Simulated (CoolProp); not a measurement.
Values from CoolProp's reference Helmholtz-energy equation of state, Fiedler 2023.

**Question.** Give the vapour pressure (kPa), liquid density (kg/m³), vapour density (kg/m³), liquid cp (kJ/(kg K)) of saturated tetrahydrofuran at 434.3, 474.1 K.

**Answer.** 
```csv
T (K),p (kPa),liquid density (kg/m³),vapour density (kg/m³),liquid cp (kJ/(kg K))
434.3,1040,712,24.7,2.35
474.1,2060,645,50.8,2.66
```
